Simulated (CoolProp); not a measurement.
Vapour-liquid equilibrium of R134a (1) + R124 (2) at 0.274 MPa; x and y are mole fractions of (1).

Values from CoolProp's multi-fluid Helmholtz-energy mixture model, Tillner-Roth 1994 and de Vries 1995; pair parameters Bell 2016.

| x | bubble temperature, mixture model (K) | bubble temperature, Raoult's law (K) | y, mixture model | y, Raoult's law |
|---|---|---|---|---|
| 0.05 | 286.3 | 286.6 | 0.090 | 0.085 |
| 0.2 | 282.6 | 283.6 | 0.315 | 0.307 |
| 0.35 | 279.6 | 280.8 | 0.489 | 0.489 |
| 0.5 | 277.1 | 278.3 | 0.631 | 0.641 |
| 0.65 | 275.0 | 276.0 | 0.752 | 0.769 |
| 0.8 | 273.3 | 273.9 | 0.860 | 0.878 |
| 0.95 | 271.8 | 271.9 | 0.965 | 0.972 |

The largest gap from Raoult's law is -1.2 K in bubble temperature, at x = 0.35. No azeotrope shows between x = 0.05 and 0.95.

Pair parameters are fitted to limited data, so mixtures are less certain than the pure fluids.
